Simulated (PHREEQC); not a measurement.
1.9 g of hydrous ferric oxide (600 m²/g; 0.2 weak and 0.005 strong sites per Fe, Dzombak-Morel constants, diffuse double layer) in 1 kg of water with 0.01 mol/kgw of an inert sodium salt and 3.5e-05 mol ZnSO4 and 1.6e-05 mol NaH2PO4, at 25 °C; the pH is set by adding NaOH or the inert anion's acid. Oxygen is held at 0.21 atm. CO2 from the air is kept out. No solid was allowed to form.

Model: ion-association model, wateq4f.dat, run in PHREEQC.

```csv
pH,S sorbed (%),Zn sorbed (%),P sorbed (%),surface charge σ (C/m²),surface potential ψ (mV)
4,100.0,0.2,100.0,0.218,182
4.5,100.0,1.7,100.0,0.161,167
5,[?],11.2,100.0,0.113,150
6,98.5,85.3,100.0,0.049,109
6.5,91.2,97.8,100.0,0.030,85
7,59.4,[?],100.0,0.017,[?]
7.5,16.0,100.0,100.0,[?],34
8.5,[?],100.0,99.2,-0.005,[?]
9,0.0,100.0,[?],-0.013,-49
9.5,0.0,100.0,65.6,-0.024,-75
10,0.0,100.0,21.1,-0.040,-99
11,0.0,100.0,0.7,-0.100,-142
11.5,0.0,100.0,0.1,-0.152,-158
12,0.0,100.0,0.0,-0.229,-167
```

**Question.** What belongs in the gaps?

**Answer.** 
- 5, S sorbed (%): 99.9
- 7, Zn sorbed (%): 99.7
- 7, surface potential ψ (mV): 60
- 7.5, surface charge σ (C/m²): 0.008
- 8.5, S sorbed (%): 0.3
- 8.5, surface potential ψ (mV): -21
- 9, P sorbed (%): 93.7

H3PO4, which wateq4f.dat lacks, is added to it with the constant of phreeqc.dat. The database has no phosphate complexes of Zn.
